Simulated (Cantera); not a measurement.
## Ammonia decomposition in nitride growth gas

An isothermal, constant-pressure homogeneous reactor starts with 89.3 % NH₃, 10.7 % H₂, at 1800 K and 1.00 bar.

Cantera simulation using the gas-phase N/H chemistry of the illustrative SiF4/NH3 mechanism in the Surface Chemkin manual (1991); the numbers are that mechanism's predictions, not measurements. Walls and surfaces, which speed up NH3 decomposition in real reactors, are not modelled.

```csv
t (s),x NH₃,x H₂,x N₂,x NH,x N
2.00e-6,0.893,0.107,<1e-12,7.20e-11,<1e-12
5.97e-6,0.893,0.107,3.27e-12,1.08e-9,<1e-12
1.78e-5,0.893,0.107,7.38e-10,1.31e-8,2.11e-11
5.32e-5,0.893,0.107,1.34e-7,1.26e-7,7.37e-10
0.000159,0.892,0.107,1.07e-5,8.96e-7,1.34e-8
0.000474,0.892,0.108,0.000197,2.24e-6,4.89e-8
0.00141,0.889,0.110,0.000981,2.35e-6,5.25e-8
0.00422,0.880,0.117,0.00331,2.36e-6,5.40e-8
0.0126,0.854,0.135,0.0101,2.38e-6,5.79e-8
0.0376,0.785,0.187,0.0284,2.41e-6,6.58e-8
0.112,0.623,0.306,0.0712,2.33e-6,7.64e-8
0.335,0.357,0.501,0.141,1.97e-6,8.22e-8
1.00,0.120,0.675,0.204,1.20e-6,6.93e-8
```
x: mole fraction; the columns are a selection and need not sum to one.

Equilibrium at this temperature and pressure: NH₃ 9.39e-6, H₂ 0.764, N₂ 0.236, NH 2.05e-10, N 1.77e-11 (gas phase only).
